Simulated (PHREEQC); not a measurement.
**Polishing slurry liquid: an equilibrium model**

Solution (25 °C): 83 mmol/kgw HNO3 and 1.2 mmol/kgw KH2PO4. Closed to the air; pH follows from the charge balance.

Model: ion-association model, phreeqc.dat, run in PHREEQC.

Each row changes one thing in this solution. This is a speciation only: nothing precipitates in the calculation.

```csv
case,pH,H3PO4 (mol/kgw),H2PO4- (mol/kgw),HPO4-2 (mol/kgw)
as made,1.17,0.00106,0.000135,2.46e-10
temperature from 25 to 45 °C,1.17,0.00109,0.000112,2.34e-10
KH2PO4 from 0.0012 to 0.00132 mol/kgw,1.17,0.00117,0.000149,2.72e-10
HNO3 from 0.083 to 0.124 mol/kgw,1.00,0.00110,9.89e-5,1.35e-10
HNO3 from 0.083 to 0.0415 mol/kgw,1.46,0.000972,0.000228,6.97e-10
```

Away from 25 °C the constants follow the database's enthalpies or fits; those with neither stay at their 25 °C values.
